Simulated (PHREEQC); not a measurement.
0.032 g of hydrous ferric oxide (600 m²/g; 0.2 weak and 0.005 strong sites per Fe, Dzombak-Morel constants, diffuse double layer) in 1 kg of water with 0.001 mol/kgw of an inert sodium salt and 2.6e-07 mol/kgw NaF, at 25 °C; the pH is set by adding NaOH or the inert anion's acid. O2 is buffered at 0.21 atm. CO2 from the air is kept out. Precipitation was switched off in this run.

The series has 17 steps of pH, from 3 to 9.

Model: ion-association model, wateq4f.dat, run in PHREEQC.

Near which pH is half of the F sorbed, and on which side is more sorbed?

Near pH 5.3, with more sorbed at lower pH.

Species that the database lacks are ignored. The oxide is taken as insoluble; below pH 4 it would dissolve.
